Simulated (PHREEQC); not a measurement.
A solution holds 1.3 mmol/kgw CuCl2, 2.5 mmol/kgw HCl and 0.52 mmol/kgw FeCl3, at 20 °C. Closed to the air; pH follows from the charge balance.

The numbers come from PHREEQC with the ion-association model, phreeqc.dat.

The ionic strength comes out as 0.00885 mol/kgw. What activity coefficients do CuCl+, Cl-, Cu+2, H+, FeOH+2 get?

CuCl+ 0.91, Cl- 0.91, Cu+2 0.69, H+ 0.92, FeOH+2 0.68.

This is a speciation only: nothing precipitates in the calculation. Examples of supersaturated solids here: Hematite (slow to form), Goethite (slow to form). Others may be too.
